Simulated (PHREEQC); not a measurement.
# Buffer

Consider water at 10 °C with 11 mmol/kgw NaHCO3 and 3.1 mmol/kgw NaF. Closed to the air; pH follows from the charge balance.

The numbers come from PHREEQC with the ion-association model, phreeqc.dat.

This is a speciation only: nothing precipitates in the calculation.

### Question
Estimate the pH, ionic strength, specific conductance.

### Answer
pH 8.36; ionic strength 0.0141 mol/kgw; specific conductance 853 µS/cm.

### Question
In which forms is C present?

### Answer
HCO3- 97 %, CO2 1.1 %, CO3-2 1.0 %, NaHCO3 0.7 % of the C.

Species that the database lacks are ignored. At this temperature some constants are extrapolated from 25 °C, and those without enthalpy data are left unchanged.
